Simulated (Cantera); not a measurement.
Mixture: 9.88 % CH4, 1.78 % C2H6, 18.6 % O2, 69.8 % N2, equivalence ratio 1.4, at 1000000 Pa, adiabatic and at constant pressure. Ignition delay is the time to a rise of 400 K.

Cantera simulation using GRI-Mech 3.0 (53 species, 325 reactions); the numbers are that mechanism's predictions, not measurements.

### Question
Predict: delay at 1075 K; delay at 1275 K; delay at 1475 K; delay at 1675 K; delay at 1875 K; apparent activation energy between 1675 and 1875 K.

### Answer
- delay at 1075 K = 4.82 ms
- delay at 1275 K = 0.294 ms
- delay at 1475 K = 48.1 µs
- delay at 1675 K = 11.5 µs
- delay at 1875 K = 3.59 µs
- apparent activation energy between 1675 and 1875 K = 150 kJ/mol
